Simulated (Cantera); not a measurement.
Mixture: 20.9 % CH₄, 21.9 % O₂, 57.2 % N₂, at 1.30 bar, adiabatic and at constant pressure. Ignition delay is the time to a rise of 400 K.

Detailed kinetics in Cantera: GRI-Mech 3.0 (53 species, 325 reactions).

Q: Predict: delay at 1125 K; delay at 1225 K; delay at 1325 K; delay at 1425 K; delay at 1525 K; apparent activation energy between 1425 and 1525 K.

A: 
| Quantity | Result |
|---|---|
| delay at 1125 K | 0.117 s |
| delay at 1225 K | 27.2 ms |
| delay at 1325 K | 7.30 ms |
| delay at 1425 K | 2.20 ms |
| delay at 1525 K | 0.748 ms |
| apparent activation energy between 1425 and 1525 K | 190 kJ/mol |
